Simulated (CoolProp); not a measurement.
Vapour-liquid equilibrium of propane (1) + benzene (2) at 286.3 K; x and y are mole fractions of (1).

Computed with CoolProp (multi-fluid Helmholtz-energy mixture model, Lemmon 2009 and Thol 2012; pair parameters Bell 2016).

| x | bubble pressure, mixture model (bar) | bubble pressure, Raoult's law (bar) | y, mixture model | y, Raoult's law |
|---|---|---|---|---|
| 0.05 | 0.7911 | 0.4155 | 0.911 | 0.837 |
| 0.15 | 1.897 | 1.104 | 0.964 | 0.945 |
| 0.25 | 2.705 | 1.792 | 0.976 | 0.970 |
| 0.35 | 3.336 | 2.480 | 0.981 | 0.981 |
| 0.45 | 3.869 | 3.168 | 0.985 | 0.988 |
| 0.55 | 4.357 | 3.856 | 0.988 | 0.992 |
| 0.65 | 4.840 | 4.544 | 0.990 | 0.994 |
| 0.75 | 5.349 | 5.232 | 0.993 | 0.997 |
| 0.85 | 5.913 | 5.920 | 0.995 | 0.998 |
| 0.95 | 6.572 | 6.609 | 0.998 | 0.999 |

The largest gap from Raoult's law is +90.4 % in bubble pressure, at x = 0.05. No azeotrope shows between x = 0.05 and 0.95.

The pair parameters rest on a limited set of measurements; away from them the model extrapolates. The gap from Raoult's law changes sign with composition, which may be real or a fault of the pair parameters; it wasn't checked against measurements. With so large a gap from Raoult's law the liquid may split in two, which this calculation doesn't test in full.
